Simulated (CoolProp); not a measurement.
A simple Rankine cycle with isobutane: condensing at 323.15 K, boiler at 2.57 MPa, turbine inlet 402.4 K, turbine efficiency 0.8, pump efficiency 0.6, no recuperator. Each further row changes one setting.

Computed with CoolProp (reference Helmholtz-energy equation of state, Bücker 2006).

```csv
case,thermal efficiency (%),net work (kJ/kg),heat in (kJ/kg),turbine exit temperature (K),volume ratio over the turbine
as stated,9.6,39.0,406,356.8,4.43
turbine inlet 422.4 K,9.6,44.4,462,380.8,4.17
condensing temperature 315.15 K,10.8,46.0,427,351.5,5.45
boiler pressure 1.8 MPa,7.6,32.9,435,373.4,2.79
turbine efficiency 0.7,8.2,33.4,406,359.5,4.48
```
